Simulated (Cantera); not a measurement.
Input: 1 mol TEOS, 0.15 mol O₂, 2.4 mol H₂, held at 12.0 Pa.

Method: chemical equilibrium by Gibbs-energy minimisation in Cantera with the NASA 1993 tables (ideal gas, pure condensed phases). Candidate condensed phases: C, C₆H₆, C₇H₈, C₈H₁₈, H₂O, Si, SiC, SiO₂; 123 gas species. The feed counts by its element totals alone. Rates play no part.

x: gas mole fraction; n: condensed amount in mol.

```csv
T (K),x H₂,x CO,x CO₂,x H₂O,x H,x CH₄,n C(graphite),n SiO₂(α-quartz),n SiO₂(β-quartz),n SiC(s)
698,0.850,0.134,0.00945,0.00625,1.91e-12,0.000768,5.92,1.00,0,0
798,0.844,0.156,___,___,___,___,5.71,1.00,0,0
898,0.844,0.156,1.72e-5,4.00e-5,9.18e-9,2.74e-5,5.70,0,1.00,0
998,0.844,0.156,1.74e-6,6.47e-6,1.80e-7,8.33e-6,5.70,0,1.00,0
1098,0.844,0.156,2.68e-7,1.46e-6,2.07e-6,3.12e-6,5.70,0,1.000,0
1198,0.743,0.257,___,___,___,___,2.70,0,0,0.998
1298,0.742,0.257,4.21e-8,2.13e-7,8.43e-5,5.27e-7,2.71,0,0,0.997
1398,0.742,0.257,1.39e-8,8.67e-8,0.000372,2.89e-7,2.71,0,0,0.995
1498,0.741,0.257,5.35e-9,3.98e-8,0.00135,1.71e-7,2.72,0,0,0.992
```

Task: What belongs in the gaps?

Result: 
- 1198, x CO₂: 1.55e-7
- 1198, x H₂O: 6.09e-7
- 1198, x H: 1.50e-5
- 1198, x CH₄: 1.06e-6
- 798, x CO₂: 0.000306
- 798, x H₂O: 0.000388
- 798, x H: 2.23e-10
- 798, x CH₄: 0.000119
